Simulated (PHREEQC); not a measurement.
Consider water at 73 °C with 0.25 mol NiSO4 and 0.15 mol NiCl2 per kg of water. Closed to the air; pH follows from the charge balance.

The numbers come from PHREEQC with the ion-association model, wateq4f.dat.

```csv
quantity,before,after
pH,5.32,5.31
ionic strength (mol/kgw),0.697,0.747
Cl- (mol/kgw),0.253,0.302
NiCl+ (mol/kgw),0.0283,0.0340
NiCl2 (mol/kgw),0.00956,0.0136
```

### Question
What was changed between the two runs?
A) 0.14 mol/kgw H3PO4 added
B) NiSO4 left out
C) 0.035 mol/kgw KNO3 added
D) 0.063 mol/kgw KCl added

### Answer
D, 0.063 mol/kgw KCl added

This is a speciation only: nothing precipitates in the calculation. The ionic strength passes 0.7 mol/kgw, the rough limit of the ion-association models, in after. Away from 25 °C the constants follow the database's enthalpies or fits; those with neither stay at their 25 °C values.
